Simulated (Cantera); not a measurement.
Mixture: 3.78 % CH4, 14.6 % O2, 81.6 % N2, equivalence ratio 0.52, at 2.70 bar, adiabatic and at constant volume. Ignition delay is the time to a rise of 400 K.

Model: GRI-Mech 3.0 (53 species, 325 reactions), integrated in Cantera.

Question: Predict: delay at 1000 K; delay at 1100 K; delay at 1200 K; delay at 1300 K; delay at 1400 K; delay at 1500 K; apparent activation energy between 1300 and 1500 K.

Answer: 
- delay at 1000 K: 0.378 s
- delay at 1100 K: 76.8 ms
- delay at 1200 K: 18.6 ms
- delay at 1300 K: 5.14 ms
- delay at 1400 K: 1.61 ms
- delay at 1500 K: 0.569 ms
- apparent activation energy between 1300 and 1500 K: 180 kJ/mol
